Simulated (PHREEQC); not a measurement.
A column of 0.1 m (30 cells, dispersivity 0.005 m, 60 s a shift, diffusion coefficient 3e-10 m²/s) holds 0.048 eq of the database's cation exchanger X per kg of pore water, first in equilibrium with 0.00032 mol KCl, 0.0022 mol BaCl2 and 1e-05 mol HCl per kg of water. It is flushed with 86 mmol/kgw NH4Cl, 13 mmol/kgw MgCl2 and 0.01 mmol/kgw HCl, at 15 °C. Values are for the last cell. The system is closed to CO2. No solid was allowed to form.

The series has 31 steps of pore volumes, from 0 to 3.017.

Model: ion-association model, phreeqc.dat, run in PHREEQC.

Q: After how many pore volumes does NH4 at the outlet first reach half of its feed value?

A: By 1.4 pore volumes.

Q: After how many pore volumes does Mg at the outlet first reach half of its feed value?

A: By 1.3 pore volumes.

Complexes and solids missing from the database can't appear.
